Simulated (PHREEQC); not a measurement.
Synthetic water in mmol/kgw, 25 °C, pH 3.73, pe 12.5: Na 4.32; K 0.0573; Ca 2.6; Mg 0.19; Cl 0.715; S(6) 5.31; Al 0.34; Fe(3) 0.123; Pb 0.00216; Mn(2) 0.213; Br 0.181; Sr 0.00675.

Valence states are taken as typed.

Model: ion-association model, phreeqc.dat, run in PHREEQC.

Precipitation was switched off in this run.

**Question.** What ionic strength does the model give?

**Answer.** ionic strength 0.0165 mol/kgw.

**Question.** In which forms is Al present?

**Answer.** AlSO4+ 72 %, Al+3 21 %, Al(SO4)2- 5.9 %, AlOH+2 0.7 % of the Al.

Examples of supersaturated solids here: Jarosite-K, Fe(OH)3(a). Others may be too. Complexes and solids missing from the database can't appear.
